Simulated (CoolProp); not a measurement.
Vapour-liquid equilibrium of R125 (1) + R143a (2) at 0.361 MPa; x and y are mole fractions of (1).

Values from CoolProp's multi-fluid Helmholtz-energy mixture model, Lemmon 2005 and Lemmon and Jacobsen 2000; pair parameters Lemmon 2004.

Problem. Give the bubble temperature and the first vapour's composition at x = 0.5, 0.8, 0.95. Is there an azeotrope?

Solution. x = 0.5: 256.8 K, y = 0.515; x = 0.8: 255.9 K, y = 0.819; x = 0.95: 255.2 K, y = 0.957. y crosses x between x = 0.2 and 0.35: the model has an azeotrope there.

The pair parameters rest on a limited set of measurements; away from them the model extrapolates.
